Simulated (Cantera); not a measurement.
Charge: 1 mol Si, 0.054 mol N2O, 11 mol H2, at 1148 K and 1.20e-5 bar.

Method: chemical equilibrium by Gibbs-energy minimisation in Cantera with the NASA 1993 tables (ideal gas, pure condensed phases). Candidate condensed phases: H2O, Si, SiO2, Si2N2O, Si3N4; 35 gas species. Mutual solubility and eutectic melting of coexisting phases are not modelled. Equilibrium is a limit: real reactors are often held back by kinetics, nucleation or transport.

Base state: H2 1.000, H 2.07e-5, N2 2.03e-5, SiO 2.03e-5 (mole fractions); condensed: Si(s) + Si2N2O(s).

What changes in the equilibrium state with this change: N2O from 0.054 to 1.8 mol?


| species | before | after |
|---|---|---|
| H2 | 1.000 | 0.864 |
| N2 | 2.03e-5 | 0.136 |
| SiO | 2.03e-5 | 6.41e-5 |
| H | 2.07e-5 | 1.92e-5 |
| Si(s), mol | 0.892 | 0 |
| Si2N2O(s), mol | 0.0538 | 0.0664 |
| SiO2(β-quartz), mol | 0 | 0.866 |
The tables hold silica as quartz up to 1696 K and as liquid above; real silica turns to tridymite and cristobalite and melts near 1996 K.
